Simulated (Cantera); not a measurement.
A closed system holds: 1 mol PbS, 85 mol H₂, equilibrated at 2023.15 K and 1.33 mbar.

Equilibrium computed with Cantera from the NASA thermochemical tables; the gas is ideal and each condensed phase is pure. Candidate condensed phases: Pb, PbS, S; 10 gas species. The numbers say what is thermodynamically allowed, not how fast it happens.

Base state: H₂ 0.929, H 0.0502, Pb 0.0110, S 0.00408, SH 0.00292, S₂ 0.00162, H₂S 0.000758, PbS 0.000254 (mole fractions); condensed: gas only.

Question: What changes in the equilibrium state with this change: PbS replaced by PbO?

Answer: 
| species | before | after |
|---|---|---|
| H₂ | 0.929 | 0.927 |
| H | 0.0502 | 0.0501 |
| Pb | 0.0110 | 0.0113 |
| H₂O | 0 | 0.0113 |
| S | 0.00408 | 0 |
| SH | 0.00292 | 0 |
| S₂ | 0.00162 | 0 |
| H₂S | 0.000758 | 0 |
| PbS | 0.000254 | 0 |
| OH | 0 | 6.35e-5 |
Further candidate phases: H₂O, PbO, PbO₂, Pb₃O₄.
